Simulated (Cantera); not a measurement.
Input: 1 mol (CH3)2SiCl2, 0.11 mol HCl, 40 mol H2, at 5.10 mbar.

Cantera equilibrium calculation (NASA polynomials, part measured and part estimated; ideal gas, pure solids and liquids). Candidate condensed phases: C, C6H6, C7H8, C8H18, Si, SiC; 109 gas species. The feed counts by its element totals alone. Gases not in the tables: Si2H6 and higher silanes. Kinetics and transport are ignored.

Problem. Which condensed phases are stable at each of these points (T (K)): 1050, 1150, 1250, 1350, 1450, 1550, 1650, 1750, 1850, 1950, 2050, 2150, 2250, 2350?

Solution. 
```
T (K)      condensed phases  Si condensed (%)
-----  --------------------  ----------------
1050   C(graphite) + SiC(s)              99.9
1150   C(graphite) + SiC(s)             100.0
1250   C(graphite) + SiC(s)              99.9
1350   C(graphite) + SiC(s)              99.9
1450   C(graphite) + SiC(s)              99.8
1550   C(graphite) + SiC(s)              99.7
1650   C(graphite) + SiC(s)              99.5
1750   C(graphite) + SiC(s)              99.3
1850   C(graphite) + SiC(s)              98.9
1950   C(graphite) + SiC(s)              97.6
2050   C(graphite) + SiC(s)              92.9
2150   C(graphite) + SiC(s)              74.8
2250   C(graphite) + SiC(s)               7.7
2350            C(graphite)               0.0
```

From 1050 K to 2250 K the condensed part is C(graphite) + SiC(s). At 2350 K the condensed part is C(graphite).
